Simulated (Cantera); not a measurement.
Feed: 1 mol C, a varied amount of H2O, 0.4 mol H2, at 623.15 K and 8250 Torr.

Equilibrium computed with Cantera from the NASA thermochemical tables; the gas is ideal and each condensed phase is pure. Candidate condensed phases: C, C6H6, C7H8, C8H18, H2O; 110 gas species. Equilibrium is a limit: real reactors are often held back by kinetics, nucleation or transport.

x: gas mole fraction; n: condensed amount in mol.

| n(H2O) (mol) | x H2O | x CH4 | x CO2 | x H2 | x CO | x C2H6 | n C(graphite) |
|---|---|---|---|---|---|---|---|
| 0.1 | 0.291 | 0.657 | 0.0185 | 0.0343 | 0.000103 | 1.24e-5 | 0.794 |
| 0.18 | 0.387 | 0.542 | 0.0397 | 0.0312 | 0.000151 | 9.29e-6 | 0.775 |
| 0.31 | 0.461 | 0.442 | 0.0691 | 0.0281 | 0.000199 | 6.83e-6 | 0.736 |
| 0.55 | 0.512 | ? | ? | ? | ? | ? | ? |
| 0.95 | 0.538 | 0.299 | 0.139 | 0.0232 | 0.000282 | 3.81e-6 | 0.489 |
| 1.7 | 0.550 | 0.261 | 0.167 | 0.0216 | 0.000310 | 3.09e-6 | 0.178 |
| 2.9 | ? | ? | ? | 0.0230 | ? | ? | 0 |
| 5 | 0.785 | 0.108 | 0.0821 | 0.0247 | 0.000122 | 4.62e-7 | 0 |

**Question.** Some entries are withheld; supply them.

**Answer.** 
- 2.9, x H2O: 0.658
- 2.9, x CH4: 0.186
- 2.9, x CO2: 0.133
- 2.9, x CO: 0.000219
- 2.9, x C2H6: 1.47e-6
- 0.55, x CH4: 0.357
- 0.55, x CO2: 0.106
- 0.55, x H2: 0.0253
- 0.55, x CO: 0.000246
- 0.55, x C2H6: 4.95e-6
- 0.55, n C(graphite): 0.649
